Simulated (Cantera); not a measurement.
Feed: 1 mol CsCl, 0.21 mol H₂O, 0.61 mol N₂, held at 1725 K and 4.20 mbar.

Method: chemical equilibrium by Gibbs-energy minimisation in Cantera with the NASA 1993 tables (ideal gas, pure condensed phases). Candidate condensed phases: Cs, CsCl, CsOH, H₂O, NH₄Cl; 37 gas species. Equilibrium is a limit: real reactors are often held back by kinetics, nucleation or transport.

Base state: CsCl 0.544, N₂ 0.334, H₂O 0.110, HCl 0.00408, CsOH 0.00283, Cs 0.00148, H₂ 0.00148, O₂ 0.000886 (mole fractions); condensed: gas only.

**Question.** What changes in the equilibrium state with this change: H₂O from 0.21 to 0.39 mol?

**Answer.** 
| species | before | after |
|---|---|---|
| CsCl | 0.544 | 0.494 |
| N₂ | 0.334 | 0.304 |
| H₂O | 0.110 | 0.188 |
| H₂ | 0.00148 | 0.00220 |
| OH | 0.000451 | 0.000632 |
| O₂ | 0.000886 | 0.00117 |
| CsOH | 0.00283 | 0.00370 |

**Question.** What changes in the equilibrium state with this change: H₂O from 0.21 to 0.43 mol?

**Answer.** 
| species | before | after |
|---|---|---|
| CsCl | 0.544 | 0.484 |
| N₂ | 0.334 | 0.298 |
| H₂O | 0.110 | 0.203 |
| H₂ | 0.00148 | 0.00233 |
| OH | 0.000451 | 0.000665 |
| O₂ | 0.000886 | 0.00122 |
| CsOH | 0.00283 | 0.00383 |
| Cs₂Cl₂ | 0.000144 | 0.000114 |

**Question.** What changes in the equilibrium state with this change: pressure from 4.20 mbar to 1.00 Pa?

**Answer.** 
| species | before | after |
|---|---|---|
| CsCl | 0.544 | 0.514 |
| N₂ | 0.334 | 0.326 |
| H₂O | 0.110 | 0.0918 |
| Cs | 0.00148 | 0.0203 |
| HCl | 0.00408 | 0.0141 |
| Cs₂Cl₂ | 0.000144 | 3.07e-7 |
| O | 2.67e-5 | 0.00157 |
| H | 0.000110 | 0.00551 |
